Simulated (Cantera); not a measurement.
A closed system holds: 1 mol CCl4, 0.021 mol Si, held at 120 Pa.

Equilibrium computed with Cantera from the NASA thermochemical tables; the gas is ideal and each condensed phase is pure. Candidate condensed phases: C, Si, SiC; 24 gas species. The tables' values for SiCl3, SiCl are old estimates; treat these amounts as uncertain. Rates play no part. All values below are at 2125 K.

Base state: Cl 0.994, SiCl2 0.00491, Cl2 0.000885, SiCl3 0.000334, SiCl4 2.19e-5, SiCl 1.54e-5 (mole fractions); condensed: C(graphite).

Task: What changes in the equilibrium state with this change: CCl4 replaced by CH3Cl?

Result: 
```tsv
species	before	after
H2	0	0.464
HCl	0	0.408
H	0	0.0714
Cl	0.994	0.0460
SiCl2	0.00491	0.00769
C2H2 (acetylene)	0	0.000778
SiH	0	1.81e-5
C(graphite), mol	1.000	0.996
```
The tables' values for SiCl, SiCl3 are old estimates; treat these amounts as uncertain. Further candidate phases: C6H6, C7H8, C8H18.
